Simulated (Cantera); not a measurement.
A closed system holds: 1 mol Si, 0.36 mol Br2, held at 1100 K and 750 Torr.

Cantera equilibrium calculation (NASA polynomials, part measured and part estimated; ideal gas, pure solids and liquids). Candidate condensed phases: Br2, Si; 9 gas species. The tables' values for SiBr3 are old estimates; treat these amounts as uncertain. Kinetics and transport are ignored.

Base state: SiBr4 0.983, SiBr2 0.00897, SiBr3 0.00849 (mole fractions); condensed: Si(s).

### Question
What changes in the equilibrium state with this change: temperature from 1100 K to 923.15 K?

### Answer
| species | before | after |
|---|---|---|
| SiBr4 | 0.983 | 0.999 |
| SiBr3 | 0.00849 | 0.000914 |
| SiBr2 | 0.00897 | 0.000391 |
| Si(s), mol | 0.819 | 0.820 |
